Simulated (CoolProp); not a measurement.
Model: reference Helmholtz-energy equation of state, Lemmon 2006, in CoolProp. It is a short technical equation, of lower accuracy than the large ones.

Give the vapour pressure (kPa), vapour density (kg/m³), enthalpy of vaporisation (kJ/kg), surface tension (mN/m) of saturated nitrous oxide at 224.7 K.


| T (K) | p (kPa) | vapour density (kg/m³) | enthalpy of vaporisation (kJ/kg) | surface tension (mN/m) |
|---|---|---|---|---|
| 224.7 | 687 | 18.0 | 324 | 14.9 |

Surface tension comes from a separate correlation (Mulero 2012).
